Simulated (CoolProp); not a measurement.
Ethylbenzene along the isotherm 415.7 K: density (kg/m³) from the reference equation and from simpler models built on Tc = 617.1 K, pc = 3622 kPa, ω = 0.304; each cubic takes its own stable root.

The numbers come from the reference Helmholtz-energy equation of state, Zhou 2012 in CoolProp.

| p (kPa) | phase | reference |
|---|---|---|
| 181 | liquid | 754.0 |
| 362 | liquid | 754.3 |
| 543 | liquid | 754.6 |
| 724 | liquid | 755.0 |
| 906 | liquid | 755.3 |
| 1090 | liquid | 755.6 |
| 1270 | liquid | 755.9 |
| 1450 | liquid | 756.2 |
| 1630 | liquid | 756.5 |
| 1810 | liquid | 756.8 |

Task: How far does each simpler model (Redlich-Kwong, Soave-Redlich-Kwong) lie from the reference over these 10 states: mean and median of the absolute difference, and the worst?

Result: 
- Redlich-Kwong: mean 23.7 %, median 15.3 %, worst -99.2 % at 415.7 K and 181 kPa
- Soave-Redlich-Kwong: mean 11.5 %, median 11.5 %, worst -11.6 % at 415.7 K and 181 kPa

At some of these states Redlich-Kwong gives the other phase, because its saturation line lies elsewhere.
